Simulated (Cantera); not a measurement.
**CaCl2 + H2 (halide evaporation, hydrolysis and transport)**

A closed system holds: 1 mol CaCl2, 0.31 mol H2, equilibrated at 1.80 Torr.

Equilibrium computed with Cantera from the NASA thermochemical tables; the gas is ideal and each condensed phase is pure. Candidate condensed phases: Ca, CaCl2; 9 gas species. Equilibrium is a limit: real reactors are often held back by kinetics, nucleation or transport.

```json
[
 {"T (K)": "1298", "x H2": "0.977", "x CaCl2": "0.0232", "x HCl": "0.000132", "x CaCl": "9.28e-5", "x H": "2.16e-5", "x Ca": "1.94e-5", "x Cl": "2.46e-9", "n CaCl2(l)": "0.993"},
 {"T (K)": "1373", "x H2": "0.908", "x CaCl2": "0.0910", "x HCl": "0.000479", "x CaCl": "0.000371", "x H": "6.48e-5", "x Ca": "5.36e-5", "x Cl": "2.83e-8", "n CaCl2(l)": "0.969"},
 {"T (K)": "1448", "x H2": "0.691", "x CaCl2": "0.306", "x HCl": "0.00144", "x CaCl": "0.00121", "x H": "0.000156", "x Ca": "0.000119", "x Cl": "2.66e-7", "n CaCl2(l)": "0.862"},
 {"T (K)": "1523", "x H2": "0.235", "x CaCl2": "0.759", "x HCl": "0.00289", "x CaCl": "0.00257", "x H": "0.000229", "x Ca": "0.000160", "x Cl": "2.26e-6", "n CaCl2(l)": "0"},
 {"T (K)": "1598", "x H2": "0.233", "x CaCl2": "0.757", "x HCl": "0.00476", "x CaCl": "0.00413", "x H": "0.000525", "x Ca": "0.000315", "x Cl": "8.46e-6", "n CaCl2(l)": "0"},
 {"T (K)": "1673", "x H2": "0.231", "x CaCl2": "0.753", "x HCl": "0.00748", "x CaCl": "0.00635", "x H": "0.00112", "x Ca": "0.000581", "x Cl": "2.82e-5", "n CaCl2(l)": "0"},
 {"T (K)": "1748", "x H2": "0.228", "x CaCl2": "0.748", "x HCl": "0.0113", "x CaCl": "0.00935", "x H": "0.00223", "x Ca": "0.00101", "x Cl": "8.50e-5", "n CaCl2(l)": "0"},
 {"T (K)": "1823", "x H2": "0.224", "x CaCl2": "0.740", "x HCl": "0.0164", "x CaCl": "0.0133", "x H": "0.00418", "x Ca": "0.00167", "x Cl": "0.000234", "n CaCl2(l)": "0"},
 {"T (K)": "1898", "x H2": "0.218", "x CaCl2": "0.730", "x HCl": "0.0230", "x CaCl": "0.0183", "x H": "0.00744", "x Ca": "0.00266", "x Cl": "0.000594", "n CaCl2(l)": "0"},
 {"T (K)": "1973", "x H2": "0.209", "x CaCl2": "0.717", "x HCl": "0.0312", "x CaCl": "0.0244", "x H": "0.0126", "x Ca": "0.00406", "x Cl": "0.00140", "n CaCl2(l)": "0"},
 {"T (K)": "2048", "x H2": "0.198", "x CaCl2": "0.700", "x HCl": "0.0407", "x CaCl": "0.0318", "x H": "0.0203", "x Ca": "0.00601", "x Cl": "0.00310", "n CaCl2(l)": "0"}
]
```
x: gas mole fraction; n: condensed amount in mol.

From 1298 K to 1448 K the condensed part is CaCl2(l). From 1523 K to 2048 K nothing is condensed. The main Ca-bearing gas is CaCl2 throughout.
